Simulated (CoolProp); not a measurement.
A simple Rankine cycle with R22: condensing at 311.15 K, boiler at 3.3 MPa, turbine inlet 363 K, turbine efficiency 0.85, pump efficiency 0.6, no recuperator. Each further row changes one setting.

Computed with CoolProp (reference Helmholtz-energy equation of state, Kamei 1995).

```json
[
 {"case": "as stated", "thermal efficiency (%)": "7.4", "net work (kJ/kg)": "13.8", "heat in (kJ/kg)": "187", "turbine exit temperature (K)": "315.2", "volume ratio over the turbine": "2.25"},
 {"case": "turbine inlet 383 K", "thermal efficiency (%)": "7.8", "net work (kJ/kg)": "16.4", "heat in (kJ/kg)": "209", "turbine exit temperature (K)": "337.2", "volume ratio over the turbine": "2.20"},
 {"case": "condensing temperature 303.15 K", "thermal efficiency (%)": "8.9", "net work (kJ/kg)": "17.5", "heat in (kJ/kg)": "197", "turbine exit temperature (K)": "304.8", "volume ratio over the turbine": "2.74"},
 {"case": "boiler pressure 2.31 MPa", "thermal efficiency (%)": "4.7", "net work (kJ/kg)": "9.54", "heat in (kJ/kg)": "203", "turbine exit temperature (K)": "338.3", "volume ratio over the turbine": "1.55"},
 {"case": "turbine efficiency 0.75", "thermal efficiency (%)": "6.4", "net work (kJ/kg)": "11.9", "heat in (kJ/kg)": "187", "turbine exit temperature (K)": "317.2", "volume ratio over the turbine": "2.28"}
]
```
